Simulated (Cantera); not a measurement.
An adiabatic, constant-volume homogeneous reactor starts with 17.5 % CH4, 0.737 % H2, 16.1 % O2, 53.1 % N2, 12.5 % CO2, equivalence ratio 2.2, at 1523 K and 1.10 bar.

Computed with Cantera and GRI-Mech 3.0 (53 species, 325 reactions).

Problem. Predict: time of steepest temperature rise; temperature at 0.200 s; equilibrium temperature; x(H2) at 0.200 s; x(O2) at 0.200 s; x(HCN) at 0.200 s; x(NO) at 0.200 s.

Solution. 
```json
{
  "time_of_steepest_temperature_rise": "1.07 ms",
  "temperature at 0.200 s": "2553 K",
  "equilibrium_temperature": "2553 K",
  "x(H2) at 0.200 s": "0.118 (gas-phase equilibrium 0.118)",
  "x(O2) at 0.200 s": "5.96e-5 (gas-phase equilibrium 5.96e-5)",
  "x(HCN) at 0.200 s": "1.43e-7 (gas-phase equilibrium 1.43e-7)",
  "x(NO) at 0.200 s": "0.000320 (gas-phase equilibrium 0.000320)"
}
```
